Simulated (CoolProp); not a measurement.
Vapour-liquid equilibrium of p-xylene (1) + n-nonane (2) at 0.417 bar; x and y are mole fractions of (1).

Values from CoolProp's multi-fluid Helmholtz-energy mixture model, Zhou 2012 and Lemmon 2006; pair parameters Bell 2016.

| x | bubble temperature (K) | y at the bubble point | dew temperature at overall composition x (K) | liquid density (mol/L) |
|---|---|---|---|---|
| 0.05 | 392.4 | 0.075 | 392.7 | 5.049 |
| 0.2 | 390.1 | 0.272 | 391.0 | 5.330 |
| 0.35 | 388.1 | 0.441 | 389.2 | 5.636 |
| 0.5 | 386.3 | 0.590 | 387.4 | 5.971 |
| 0.65 | 384.7 | 0.726 | 385.6 | 6.340 |
| 0.8 | 383.1 | 0.851 | 383.8 | 6.750 |
| 0.95 | 381.6 | 0.965 | 381.8 | 7.205 |

No azeotrope shows between x = 0.05 and 0.95.

The pair parameters rest on a limited set of measurements; away from them the model extrapolates.
